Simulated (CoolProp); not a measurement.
A single-stage vapour-compression cycle with the fluid: evaporating at 292.15 K (dew point), condensing at 322.15 K (bubble point), superheat 10 K, subcooling 8 K, compressor efficiency 0.6, no pressure losses. The same conditions are run with several fluids, on thermodynamics alone (safety and materials aside).

Values from CoolProp's reference Helmholtz-energy equation of state of each fluid (neopentane: Lemmon 2006; R1224YDZ: Akasaka 2023; c-C4F8 (RC318): Platzer 1990; n-perfluorobutane: Gao 2022; R114: Platzer 1990; cyclopentane: Gedanitz 2015). The equations of Platzer and Polt are older, rougher fits.

```tsv
fluid	cooling COP	pressure ratio	discharge temperature (K)	refrigerating effect (kJ/kg)	volumetric capacity (kJ/m³)
neopentane	5.48	2.46	333.6	274	1170
R1224YDZ	5.50	2.71	339.7	150	1100
c-C4F8 (RC318)	5.28	2.46	328.3	90.2	2000
n-perfluorobutane	5.19	2.46	322.5	73.7	1660
R114	5.46	2.47	335.6	115	1460
cyclopentane	5.60	3.02	354.5	382	360
```
